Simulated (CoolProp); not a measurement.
Vapour-liquid equilibrium of carbon dioxide (1) + dimethyl ether (2) at 251.8 K; x and y are mole fractions of (1).

Model: multi-fluid Helmholtz-energy mixture model, Span 1996 and Wu 2011; pair parameters Bell 2016, in CoolProp.

| x | bubble pressure, mixture model (MPa) | bubble pressure, Raoult's law (MPa) | y, mixture model | y, Raoult's law |
|---|---|---|---|---|
| 0.05 | 0.1732 | 0.2060 | 0.345 | 0.459 |
| 0.15 | 0.2963 | 0.3831 | 0.648 | 0.740 |
| 0.25 | 0.4350 | 0.5603 | 0.783 | 0.843 |
| 0.35 | 0.5895 | 0.7374 | 0.858 | 0.897 |
| 0.45 | 0.7593 | 0.9146 | 0.905 | 0.929 |
| 0.55 | 0.9432 | 1.092 | 0.936 | 0.952 |
| 0.65 | 1.139 | 1.269 | 0.958 | 0.968 |
| 0.75 | 1.345 | 1.446 | 0.974 | 0.980 |
| 0.85 | 1.558 | 1.623 | 0.986 | 0.989 |
| 0.95 | 1.777 | 1.800 | 0.996 | 0.997 |

The largest gap from Raoult's law is -22.7 % in bubble pressure, at x = 0.15. No azeotrope shows between x = 0.05 and 0.95.

Pair parameters are fitted to limited data, so mixtures are less certain than the pure fluids.
